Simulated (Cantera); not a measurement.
Input: 1 mol CH2F2, 1.3 mol F2, equilibrated at 4000 Pa.

Method: chemical equilibrium by Gibbs-energy minimisation in Cantera with the NASA 1993 tables (ideal gas, pure condensed phases). Candidate condensed phases: C, C6H6, C7H8, C8H18; 95 gas species. Gases not in the tables: C2F6 and larger saturated fluorocarbons. Kinetics and transport are ignored. All values below are at 1525 K.

Base state: HF 0.755, CF4 0.245, CF2 0.000153, CF3 3.29e-5, F 2.35e-5 (mole fractions); condensed: C(graphite).

**Question.** What changes in the equilibrium state with this change: F2 from 1.3 to 0.18 mol?

**Answer.** 
```csv
species,before,after
HF,0.755,0.957
CF4,0.245,0.0430
CF2,0.000153,6.40e-5
CF3,3.29e-5,8.92e-6
F,2.35e-5,1.52e-5
"C(graphite), mol",0.350,0.910
```
